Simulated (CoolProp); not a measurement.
Properties of C2F6 (R116) along the isobar 92.3 bar (Tc = 19.9 °C, pc = 30.48 bar, ω = 0.257).

Values from CoolProp's reference Helmholtz-energy equation of state, Lemmon 2006. It is a short technical equation, of lower accuracy than the large ones.

| T (°C) | phase | cv (kJ/(kg K)) | speed of sound (m/s) | isothermal compressibility (1/MPa) | conductivity (mW/(m K)) | fugacity coefficient |
|---|---|---|---|---|---|---|
| -9.35 | liquid | 0.7242 | 371.9 | 0.008052 | 57.7 | 0.1763 |
| 2.05 | liquid | 0.7400 | 334.5 | 0.01054 | 54.3 | 0.2231 |
| 13.35 | liquid | 0.7559 | 298.5 | 0.01413 | 50.9 | 0.2738 |
| 24.75 | supercritical | 0.7721 | 263.8 | 0.01951 | 47.6 | 0.3280 |
| 36.05 | supercritical | 0.7885 | 231.8 | 0.02752 | 44.4 | 0.3833 |
| 47.45 | supercritical | 0.8049 | 203.3 | 0.03943 | 41.4 | 0.4393 |
| 58.75 | supercritical | 0.8207 | 180.1 | 0.05560 | 38.7 | 0.4934 |
| 70.15 | supercritical | 0.8351 | 163.2 | 0.07476 | 36.4 | 0.5452 |
| 81.45 | supercritical | 0.8475 | 153.0 | 0.09240 | 34.6 | 0.5928 |
| 92.85 | supercritical | 0.8583 | 148.4 | 0.1049 | 33.2 | 0.6367 |
| 104.25 | supercritical | 0.8682 | 147.7 | 0.1117 | 32.2 | 0.6764 |
| 115.55 | supercritical | 0.8776 | 149.1 | 0.1145 | 31.6 | 0.7119 |
| 126.95 | supercritical | 0.8870 | 151.9 | 0.1150 | 31.2 | 0.7441 |

Thermal conductivity comes from a separate model (Huber 2003), an estimate that may be off by 10 % or more.
